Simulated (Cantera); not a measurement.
Input: 1 mol Fe3O4, 0.47 mol HCl, 0.1 mol O2, 0.32 mol Cl2, held at 725 K.

Points: P (Pa) = 1000, 3200, 10000, 32000, 100000, 320000, 1e+06.

Cantera's Mixture.equilibrate('TP', solver="vcs", rtol=1e-11, max_steps=5000) on the NASA tables stopped like this:

```
ol
   x: HCL 7.698e-01  Fe2CL6 1.340e-01  FeCL3 6.180e-02  CL2 3.290e-02  H2O 1.471e-03
   condensed (mol): Fe2O3(s) 1.4
T = 725 K  P = 10000 Pa  gas = 0.5998 mol
   x: HCL 7.774e-01  Fe2CL6 1.493e-01  FeCL3 3.690e-02  CL2 3.335e-02  H2O 3.093e-03
   condensed (mol): Fe2O3(s) 1.399
T = 725 K  P = 32000 Pa  gas = 0.5937 mol
   x: HCL 7.784e-01  Fe2CL6 1.599e-01  CL2 3.369e-02  FeCL3 2.135e-02  H2O 6.581e-03
   condensed (mol): Fe2O3(s) 1.399
T = 725 K  P = 100000 Pa  gas = 0.5883 mol
   x: HCL 7.717e-01  Fe2CL6 1.683e-01  CL2 3.400e-02  H2O 1.359e-02  FeCL3 1.239e-02
   condensed (mol): Fe2O3(s) 1.397

*******************************************************************************
CanteraError thrown by VCS_SOLVE::solve_tp_inner:
vcs_solve_TP: ERROR on step change wt[23:FeCL3(L)]: -2.7755575615628914e-17 < 0.0
*******************************************************************************
```

Q: What got this run through?

A: This is not unique; one that fits is The failure is numerical, not chemical. The same input converged with solver="gibbs", rtol=1e-10, max_steps=50000, and the result passed a check of the equilibrium conditions:
```
T = 725 K  P = 1000 Pa  gas = 0.621 mol
   x: HCL 7.554e-01  Fe2CL6 1.109e-01  FeCL3 1.006e-01  CL2 3.227e-02  H2O 6.948e-04  FeCL2 1.275e-04
   condensed (mol): Fe2O3(s) 1.4
T = 725 K  P = 3200 Pa  gas = 0.6082 mol
   x: HCL 7.698e-01  Fe2CL6 1.340e-01  FeCL3 6.180e-02  CL2 3.290e-02  H2O 1.471e-03
   condensed (mol): Fe2O3(s) 1.4
T = 725 K  P = 10000 Pa  gas = 0.5998 mol
   x: HCL 7.774e-01  Fe2CL6 1.493e-01  FeCL3 3.690e-02  CL2 3.335e-02  H2O 3.093e-03
   condensed (mol): Fe2O3(s) 1.399
T = 725 K  P = 32000 Pa  gas = 0.5937 mol
   x: HCL 7.784e-01  Fe2CL6 1.599e-01  CL2 3.369e-02  FeCL3 2.135e-02  H2O 6.581e-03
   condensed (mol): Fe2O3(s) 1.399
T = 725 K  P = 100000 Pa  gas = 0.5883 mol
   x: HCL 7.717e-01  Fe2CL6 1.683e-01  CL2 3.400e-02  H2O 1.359e-02  FeCL3 1.239e-02
   condensed (mol): Fe2O3(s) 1.397
T = 725 K  P = 320000 Pa  gas = 0.5814 mol
   x: HCL 7.532e-01  Fe2CL6 1.777e-01  CL2 3.440e-02  H2O 2.762e-02  FeCL3 7.117e-03
   condensed (mol): Fe2O3(s) 1.395
T = 725 K  P = 1e+06 Pa  gas = 0.5712 mol
   x: HCL 7.180e-01  Fe2CL6 1.904e-01  H2O 5.241e-02  CL2 3.501e-02  FeCL3 4.168e-03
   condensed (mol): Fe2O3(s) 1.39
```

The gas is ideal and each condensed phase is pure. Condensed phases not in the tables: FeOCl.
